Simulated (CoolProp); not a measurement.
Saturation properties of ethanol (Tc = 514.7 K, pc = 6.268 MPa, ω = 0.644).

Values from CoolProp's reference Helmholtz-energy equation of state, Schroeder 2014.

| T (K) | p (MPa) | vapour density (kg/m³) | liquid cp (kJ/(kg K)) | vapour viscosity (µPa s) |
|---|---|---|---|---|
| 235.7 | 7.158e-5 | 0.001683 | 2.059 | 6.82 |
| 254.5 | 0.0003869 | 0.008427 | 2.148 | 7.41 |
| 273.2 | 0.001607 | 0.03266 | 2.257 | 8.00 |
| 292 | 0.005483 | 0.1045 | 2.387 | 8.58 |
| 310.7 | 0.01574 | 0.2833 | 2.538 | 9.16 |
| 329.5 | 0.03961 | 0.6778 | 2.709 | 9.73 |
| 348.2 | 0.08858 | 1.453 | 2.896 | 10.3 |
| 367 | 0.1808 | 2.866 | 3.102 | 10.8 |
| 385.7 | 0.3392 | 5.247 | 3.328 | 11.4 |
| 404.5 | 0.5959 | 9.094 | 3.577 | 12.0 |

It boils at 351.6 K under 1 atm.

Viscosity comes from a separate model (Kiselev 2005).
